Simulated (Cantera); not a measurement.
Gas mixture: NH₃ : H₂O = 0.81 : 0.32 (molar parts), at 0.0132 atm, frozen composition.

Cantera's kinetic-theory transport with the Lennard-Jones parameters of GRI-Mech 3.0, ideal gas; thermal conductivity in the multicomponent form. Polar gases are described roughly by these parameters. The composition is frozen, though it would react at the higher temperatures.

D: mixture-averaged diffusion coefficient of that species in the mixture.

```json
[
 {"T (K)": "400", "ρ (kg/m³)": "0.00694", "cp (J/kg/K)": "2161", "μ (µPa s)": "13.9", "λ (mW/m/K)": "42.4", "Pr": "0.711", "D (cm²/s) NO": "29.0", "D (cm²/s) H": "161", "D (cm²/s) N₂": "(withheld)"},
 {"T (K)": "500", "ρ (kg/m³)": "0.00555", "cp (J/kg/K)": "2315", "μ (µPa s)": "17.5", "λ (mW/m/K)": "57.1", "Pr": "0.710", "D (cm²/s) NO": "43.8", "D (cm²/s) H": "246", "D (cm²/s) N₂": "(withheld)"},
 {"T (K)": "600", "ρ (kg/m³)": "0.00463", "cp (J/kg/K)": "2472", "μ (µPa s)": "21.1", "λ (mW/m/K)": "73.2", "Pr": "0.711", "D (cm²/s) NO": "61.0", "D (cm²/s) H": "344", "D (cm²/s) N₂": "(withheld)"},
 {"T (K)": "700", "ρ (kg/m³)": "0.00396", "cp (J/kg/K)": "2620", "μ (µPa s)": "24.5", "λ (mW/m/K)": "90.2", "Pr": "0.713", "D (cm²/s) NO": "80.4", "D (cm²/s) H": "454", "D (cm²/s) N₂": "(withheld)"},
 {"T (K)": "800", "ρ (kg/m³)": "0.00347", "cp (J/kg/K)": "2756", "μ (µPa s)": "27.9", "λ (mW/m/K)": "108", "Pr": "0.715", "D (cm²/s) NO": "102", "D (cm²/s) H": "576", "D (cm²/s) N₂": "(withheld)"},
 {"T (K)": "900", "ρ (kg/m³)": "0.00308", "cp (J/kg/K)": "2885", "μ (µPa s)": "31.2", "λ (mW/m/K)": "126", "Pr": "0.717", "D (cm²/s) NO": "125", "D (cm²/s) H": "709", "D (cm²/s) N₂": "(withheld)"},
 {"T (K)": "1000", "ρ (kg/m³)": "0.00278", "cp (J/kg/K)": "3017", "μ (µPa s)": "34.4", "λ (mW/m/K)": "144", "Pr": "0.718", "D (cm²/s) NO": "150", "D (cm²/s) H": "853", "D (cm²/s) N₂": "(withheld)"},
 {"T (K)": "1100", "ρ (kg/m³)": "0.00252", "cp (J/kg/K)": "3134", "μ (µPa s)": "37.4", "λ (mW/m/K)": "163", "Pr": "0.720", "D (cm²/s) NO": "177", "D (cm²/s) H": "1010", "D (cm²/s) N₂": "(withheld)"},
 {"T (K)": "1200", "ρ (kg/m³)": "0.00231", "cp (J/kg/K)": "3242", "μ (µPa s)": "40.4", "λ (mW/m/K)": "182", "Pr": "0.722", "D (cm²/s) NO": "205", "D (cm²/s) H": "1170", "D (cm²/s) N₂": "(withheld)"}
]
```

Q: Fill in the missing entries.

A: 
- 400, D (cm²/s) N₂: 29.3
- 500, D (cm²/s) N₂: 44.4
- 600, D (cm²/s) N₂: 61.8
- 700, D (cm²/s) N₂: 81.4
- 800, D (cm²/s) N₂: 103
- 900, D (cm²/s) N₂: 127
- 1000, D (cm²/s) N₂: 152
- 1100, D (cm²/s) N₂: 179
- 1200, D (cm²/s) N₂: 208
